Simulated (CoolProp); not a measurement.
Computed with CoolProp (reference Helmholtz-energy equation of state, Span 2003). It is a short technical equation, of lower accuracy than the large ones.

Give the vapour pressure (bar), liquid density (kg/m³), vapour density (kg/m³) of saturated n-heptane at 406, 415.9 K.


| T (K) | p (bar) | liquid density (kg/m³) | vapour density (kg/m³) |
|---|---|---|---|
| 406 | 2.53 | 580 | 8.33 |
| 415.9 | 3.18 | 569 | 10.4 |
